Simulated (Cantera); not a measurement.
**Adiabatic ignition**

An adiabatic, constant-pressure homogeneous reactor starts with CH4 : H2 : O2 : N2 = 1 : 0.094 : 3.2 : 12 (molar parts), at 1673 K and 1.00 atm.

Cantera simulation using GRI-Mech 3.0 (53 species, 325 reactions); the numbers are that mechanism's predictions, not measurements.

```tsv
t (s)	T (K)	x CH4	x H2	x O2	x C2H	x H
2.00e-6	1673	0.0614	0.00577	0.196	<1e-12	1.53e-7
8.89e-6	1673	0.0614	0.00577	0.196	<1e-12	2.21e-7
3.95e-5	1673	0.0612	0.00577	0.196	<1e-12	7.99e-7
0.000175	1809	0.0373	0.0137	0.174	4.05e-8	0.000307
0.000780	2655	<1e-12	0.00512	0.0703	<1e-12	0.00349
0.00346	2649	<1e-12	0.00504	0.0669	<1e-12	0.00332
0.0154	2642	<1e-12	0.00500	0.0642	<1e-12	0.00322
0.0684	2642	<1e-12	0.00500	0.0642	<1e-12	0.00322
0.304	2642	<1e-12	0.00500	0.0642	<1e-12	0.00322
1.35	2642	<1e-12	0.00500	0.0642	<1e-12	0.00322
6.00	2642	<1e-12	0.00500	0.0642	<1e-12	0.00322
```
x: mole fraction; the columns are a selection and need not sum to one.

| Quantity | Value |
|---|---|
| time of steepest temperature rise | 0.190 ms |
| temperature at 6.00 s | 2642 K |
| equilibrium temperature | 2642 K |
| x(CH4) at 6.00 s | <1e-12 (gas-phase equilibrium <1e-12) |
| x(H2) at 6.00 s | 0.00500 (gas-phase equilibrium 0.00500) |
| x(O2) at 6.00 s | 0.0642 (gas-phase equilibrium 0.0642) |
